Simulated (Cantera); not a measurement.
Charge: 1 mol Pb, 9.5 mol H2O, 63 mol H2, held at 1375 K and 1.00 Torr.

These are equilibrium values from Cantera (NASA tables, ideal gas, pure condensed phases), not measurements of a reactor. Candidate condensed phases: H2O, Pb, PbO, PbO2, Pb3O4; 12 gas species. Kinetics and transport are ignored.

Base state: H2 0.857, H2O 0.129, Pb 0.0136, H 8.69e-5 (mole fractions); condensed: gas only.

Q: What changes in the equilibrium state with this change: temperature from 1375 K to 1650 K?

A: 
```
species   before    after
-------  -------  -------
H2         0.857    0.855
H2O        0.129    0.129
Pb        0.0136   0.0136
H        8.69e-5  0.00230
OH       2.36e-7  1.57e-5
```
